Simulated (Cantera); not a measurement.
**Ammonia decomposition in nitride growth gas**

An isothermal, constant-pressure homogeneous reactor starts with 63.7 % NH3, 36.3 % N2, at 2250 K and 10.00 Torr.

Cantera simulation using the gas-phase N/H chemistry of the illustrative SiF4/NH3 mechanism in the Surface Chemkin manual (1991); the numbers are that mechanism's predictions, not measurements. Walls and surfaces, which speed up NH3 decomposition in real reactors, are not modelled.

```tsv
t (s)	x NH3	x NH	x N2H4	x NH2	x H2	x N2
2.00e-6	0.637	6.32e-12	<1e-12	2.52e-6	5.06e-7	0.363
1.33e-5	0.637	1.04e-9	<1e-12	2.35e-5	1.01e-5	0.363
8.81e-5	0.637	8.09e-8	3.00e-11	0.000174	8.55e-5	0.363
0.000585	0.635	5.70e-6	1.36e-9	0.00115	0.000617	0.363
0.00388	0.622	5.07e-5	1.86e-8	0.00425	0.0108	0.363
0.0258	0.521	7.71e-5	1.08e-8	0.00325	0.104	0.372
0.171	0.193	6.87e-5	2.10e-9	0.00143	0.405	0.400
1.13	0.00121	1.19e-5	1.99e-12	4.41e-5	0.577	0.415
7.53	7.39e-8	4.00e-8	<1e-12	1.99e-8	0.546	0.407
50.0	4.77e-8	2.68e-8	<1e-12	1.31e-8	0.546	0.406
```
x: mole fraction; the columns are a selection and need not sum to one.

Equilibrium at this temperature and pressure: NH3 4.77e-8, NH 2.68e-8, N2H4 <1e-12, NH2 1.31e-8, H2 0.546, N2 0.406 (gas phase only).
